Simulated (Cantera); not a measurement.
**NO annealing gas**

An isothermal, constant-pressure homogeneous reactor starts with NO : N2 = 1 : 0.88 (molar parts), at 2100 K and 0.210 bar.

Detailed kinetics in Cantera: GRI-Mech 3.0 (53 species, 325 reactions).

```json
[
 {"t (s)": "2.00e-5", "x NO": "0.532", "x O2": "7.37e-9", "x NO2": "4.44e-8", "x O": "2.74e-6", "x N2O": "2.73e-6", "x N2": "0.468"},
 {"t (s)": "5.91e-5", "x NO": "0.532", "x O2": "6.41e-8", "x NO2": "3.54e-7", "x O": "8.02e-6", "x N2O": "7.92e-6", "x N2": "0.468"},
 {"t (s)": "0.000175", "x NO": "0.532", "x O2": "5.68e-7", "x NO2": "2.44e-6", "x O": "2.35e-5", "x N2O": "2.21e-5", "x N2": "0.468"},
 {"t (s)": "0.000516", "x NO": "0.532", "x O2": "5.63e-6", "x NO2": "1.27e-5", "x O": "7.20e-5", "x N2O": "5.58e-5", "x N2": "0.468"},
 {"t (s)": "0.00152", "x NO": "0.531", "x O2": "6.96e-5", "x NO2": "4.40e-5", "x O": "0.000214", "x N2O": "0.000107", "x N2": "0.468"},
 {"t (s)": "0.00451", "x NO": "0.530", "x O2": "0.000616", "x NO2": "7.18e-5", "x O": "0.000353", "x N2O": "0.000129", "x N2": "0.469"},
 {"t (s)": "0.0133", "x NO": "0.526", "x O2": "0.00261", "x NO2": "7.90e-5", "x O": "0.000385", "x N2O": "0.000126", "x N2": "0.471"},
 {"t (s)": "0.0393", "x NO": "0.514", "x O2": "0.00866", "x NO2": "9.45e-5", "x O": "0.000452", "x N2O": "0.000119", "x N2": "0.477"},
 {"t (s)": "0.116", "x NO": "0.476", "x O2": "0.0274", "x NO2": "0.000126", "x O": "0.000613", "x N2O": "9.81e-5", "x N2": "0.496"},
 {"t (s)": "0.344", "x NO": "0.367", "x O2": "0.0817", "x NO2": "0.000156", "x O": "0.000928", "x N2O": "5.43e-5", "x N2": "0.550"},
 {"t (s)": "1.02", "x NO": "0.156", "x O2": "0.187", "x NO2": "9.89e-5", "x O": "0.00134", "x N2O": "9.13e-6", "x N2": "0.656"},
 {"t (s)": "3.00", "x NO": "0.0265", "x O2": "0.252", "x NO2": "1.96e-5", "x O": "0.00153", "x N2O": "4.68e-7", "x N2": "0.720"}
]
```
x: mole fraction; the columns are a selection and need not sum to one.

Equilibrium at this temperature and pressure: NO 0.0107, O2 0.260, NO2 7.99e-6, O 0.00155, N2O 2.63e-7, N2 0.728 (gas phase only).
